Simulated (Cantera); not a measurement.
Feed: 1 mol Fe(CO)₅, 0.051 mol H₂, 0.37 mol N₂, held at 923 K and 10.0 mbar.

Cantera equilibrium calculation (NASA polynomials, part measured and part estimated; ideal gas, pure solids and liquids). Candidate condensed phases: C, C₆H₆, C₇H₈, C₈H₁₈, Fe, Fe(CO)₅, FeO, Fe(OH)₂, Fe(OH)₃, Fe₂O₃, Fe₃O₄, H₂O; 140 gas species. Condensed phases not in the tables: cementite and carbon dissolved in iron. Equilibrium is a limit: real reactors are often held back by kinetics, nucleation or transport.

Base state: CO 0.895, N₂ 0.0700, CO₂ 0.0253, H₂ 0.00951, H₂O 0.000132 (mole fractions); condensed: C(graphite) + Fe(α).

Question: What changes in the equilibrium state with this change: pressure from 10.0 mbar to 87.0 mbar?

Answer: 
```
species             before    after
----------------  --------  -------
CO                   0.895    0.754
CO₂                 0.0253    0.156
N₂                  0.0700   0.0790
H₂O               0.000132  0.00100
H₂                 0.00951  0.00988
C(graphite), mol     0.134    0.736
Fe(α), mol            1.00     1.00
```

Question: What changes in the equilibrium state with this change: temperature from 923 K to 998 K?

Answer: 
```tsv
species	before	after
CO	0.895	0.917
N₂	0.0700	0.0686
H₂	0.00951	0.00942
CO₂	0.0253	0.00497
H₂O	0.000132	3.53e-5
C(graphite), mol	0.134	0.0270
Fe(α), mol	1.00	1.00
```
